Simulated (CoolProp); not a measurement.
The fluid at 298.15 K and 0.336 MPa is throttled through a valve to 0.0809 MPa with no heat exchange. The same conditions are run with several fluids, on thermodynamics alone (safety and materials aside).

Values from CoolProp's reference Helmholtz-energy equation of state of each fluid (oxygen: Schmidt 1985; CH2F2 (R32): Tillner-Roth 1997; propane: Lemmon 2009; methane: Setzmann 1991; R115: Lemmon 2016).

Q: Rank oxygen, CH2F2 (R32), propane, methane, R115 by temperature change (K), highest first.

A: oxygen (-0.7), methane (-1.1), R115 (-3.6), propane (-4.6), CH2F2 (R32) (-6.7)

```json
[
 {"fluid": "oxygen", "final density (kg/m³)": "1.05"},
 {"fluid": "CH2F2 (R32)", "final density (kg/m³)": "1.76"},
 {"fluid": "propane", "final density (kg/m³)": "1.48"},
 {"fluid": "methane", "final density (kg/m³)": "0.526"},
 {"fluid": "R115", "final density (kg/m³)": "5.18"}
]
```
